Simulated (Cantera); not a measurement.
## Sublimation and decomposition of ceramics: Si₃N₄ + C + H₂

A closed system holds: 1 mol Si₃N₄, 0.0056 mol C, 1.2 mol H₂, at 1952 °C.

Cantera equilibrium calculation (NASA polynomials, part measured and part estimated; ideal gas, pure solids and liquids). Candidate condensed phases: C, C₆H₆, C₇H₈, C₈H₁₈, Si, SiC, Si₃N₄; 105 gas species. Mutual solubility and eutectic melting of coexisting phases are not modelled. The tables' values for SiN are old estimates; treat these amounts as uncertain. Gases not in the tables: Si₂H₆ and higher silanes. Kinetics and transport are ignored.

From 1.00e-5 bar to 0.000160 bar nothing is condensed. From 0.00250 bar to 0.630 bar the condensed part is Si(l). At 10.0 bar the condensed part is Si(l) + SiC(s) + Si₃N₄(s). The main Si-bearing gas is Si at 1.00e-5 bar and SiH₂ at 10.0 bar.

| P (Pa) | log p H₂ | log p N₂ | log p Si | log p H | log p Si₂ | log p SiH | log p HCN | n Si(l) | n SiC(s) | n Si₃N₄(s) |
|---|---|---|---|---|---|---|---|---|---|---|
| 1 | -6.70 | -5.56 | -5.38 | -5.54 | -9.21 | -9.11 | -8.80 | 0 | 0 | 0 |
| 16 | -4.80 | -4.32 | -4.15 | -4.59 | -6.75 | -6.93 | -7.78 | 0 | 0 | 0 |
| 250 | -3.19 | -2.92 | -3.33 | -3.79 | -5.10 | -5.30 | -6.48 | 2.16 | 0 | 0 |
| 4000 | -1.85 | -1.61 | -3.33 | -3.11 | -5.10 | -4.63 | -4.35 | 2.95 | 0 | 0 |
| 63000 | -0.63 | -0.41 | -3.33 | -2.50 | -5.10 | -4.02 | -3.01 | 3.00 | 0 | 0 |
| 1000000 | 0.88 | 0.36 | -3.33 | -1.75 | -5.10 | -3.26 | -1.80 | 0.541 | 0.00254 | 0.818 |
log p: log10 of the partial pressure in bar; n: condensed amount in mol.
